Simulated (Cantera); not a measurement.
Input: 1 mol Cr, 1.5 mol H2O, 54 mol H2, 0.36 mol NH3, at 802 °C and 1.00 Torr.

Method: chemical equilibrium by Gibbs-energy minimisation in Cantera with the NASA 1993 tables (ideal gas, pure condensed phases). Candidate condensed phases: Cr, CrN, Cr2N, Cr2O3, H2O; 29 gas species. Mutual solubility and eutectic melting of coexisting phases are not modelled. The numbers say what is thermodynamically allowed, not how fast it happens.

### Question
What is the equilibrium state?

### Answer
```
Item                                       Value
----------------------------------  ------------
x(H2)                                      0.997
x(N2)                                    0.00320
x(H2O)                                   2.37e-5
n(Cr(s))                            0.000889 mol
n(Cr2O3(s))                            0.500 mol
gas amount                             56.22 mol
log10 activity of Cr2N(s) (absent)         -0.43
```
